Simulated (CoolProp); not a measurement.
Saturation properties of trans-2-butene (Tc = 155.5 °C, pc = 4.019 MPa, ω = 0.210).

Model: reference Helmholtz-energy equation of state, Lemmon 2005, in CoolProp. It is a short technical equation, of lower accuracy than the large ones.

| T (°C) | p (MPa) | liquid cp (kJ/(kg K)) | vapour Z | surface tension (mN/m) |
|---|---|---|---|---|
| 15.55 | 0.1718 | 2.285 | 0.9396 | 14.2 |
| 27.75 | 0.2551 | 2.343 | 0.9214 | 12.8 |
| 39.85 | 0.3651 | 2.408 | 0.9001 | 11.3 |
| 52.05 | 0.5088 | 2.481 | 0.8752 | 9.89 |
| 64.25 | 0.6913 | 2.565 | 0.8465 | 8.50 |
| 76.35 | 0.9164 | 2.662 | 0.8138 | 7.17 |
| 88.55 | 1.194 | 2.782 | 0.7761 | 5.87 |
| 100.75 | 1.530 | 2.934 | 0.7326 | 4.62 |

It boils at 0.9 °C under 1 atm.

Surface tension comes from a separate correlation (Mulero 2014).
